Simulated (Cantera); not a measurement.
Mixture: CH4 : O2 : N2 = 1 : 1.67 : 6.27 (molar parts), equivalence ratio 1.2, at 27.6 atm, adiabatic and at constant volume. Ignition delay is the time to a rise of 400 K.

Computed with Cantera and GRI-Mech 3.0 (53 species, 325 reactions). The pressure lies above the range GRI-Mech 3.0 was tuned for (to about 10 atm).

Q: What does this change do: pressure from 27.6 atm to 0.799 atm?

A: 
```json
[
 {"quantity": "delay at 1150 K", "before": "2.86 ms", "after": "0.121 s"},
 {"quantity": "delay at 1225 K", "before": "1.13 ms", "after": "40.1 ms"},
 {"quantity": "delay at 1300 K", "before": "0.493 ms", "after": "14.4 ms"},
 {"quantity": "delay at 1375 K", "before": "0.230 ms", "after": "5.60 ms"},
 {"quantity": "delay at 1450 K", "before": "0.112 ms", "after": "2.36 ms"},
 {"quantity": "delay at 1525 K", "before": "57.4 µs", "after": "1.09 ms"},
 {"quantity": "apparent activation energy between 1375 and 1525 K", "before": "160 kJ/mol", "after": "190 kJ/mol"}
]
```

Q: What does this change do: pressure from 27.6 atm to 1.00 atm?

A: 
| quantity | before | after |
|---|---|---|
| delay at 1150 K | 2.86 ms | 99.4 ms |
| delay at 1225 K | 1.13 ms | 33.3 ms |
| delay at 1300 K | 0.493 ms | 12.1 ms |
| delay at 1375 K | 0.230 ms | 4.72 ms |
| delay at 1450 K | 0.112 ms | 1.99 ms |
| delay at 1525 K | 57.4 µs | 0.915 ms |
| apparent activation energy between 1375 and 1525 K | 160 kJ/mol | 190 kJ/mol |
